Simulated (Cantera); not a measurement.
n-butane + CO2 + H2 (carbon deposition, reforming and gasification)

Input: 1 mol n-butane, 0.7 mol CO2, 0.82 mol H2, equilibrated at 7050 Torr.

Cantera equilibrium calculation (NASA polynomials, part measured and part estimated; ideal gas, pure solids and liquids). Candidate condensed phases: C, C6H6, C7H8, C8H18, H2O; 110 gas species. Rates play no part.

| T (K) | x CH4 | x H2 | x H2O | x CO2 | x CO | n C(graphite) |
|---|---|---|---|---|---|---|
| 598 | 0.615 | 0.0256 | 0.335 | 0.0237 | 6.24e-5 | 2.36 |
| 648 | 0.601 | 0.0484 | 0.323 | 0.0274 | 0.000258 | 2.37 |
| 698 | 0.576 | 0.0831 | 0.309 | 0.0308 | 0.000864 | 2.41 |
| 748 | 0.540 | 0.132 | 0.292 | 0.0337 | 0.00245 | 2.47 |
| 798 | 0.493 | 0.194 | 0.271 | 0.0360 | 0.00603 | 2.55 |
| 848 | 0.435 | 0.269 | 0.246 | 0.0372 | 0.0132 | 2.66 |
| 898 | 0.371 | 0.351 | 0.215 | 0.0368 | 0.0258 | 2.77 |
x: gas mole fraction; n: condensed amount in mol.

From 598 K to 898 K the condensed part is C(graphite). The main C-bearing gas is CH4 throughout. The share of C in condensed phases is highest at 898 K (59.0 %) and lowest at 598 K (50.3 %).
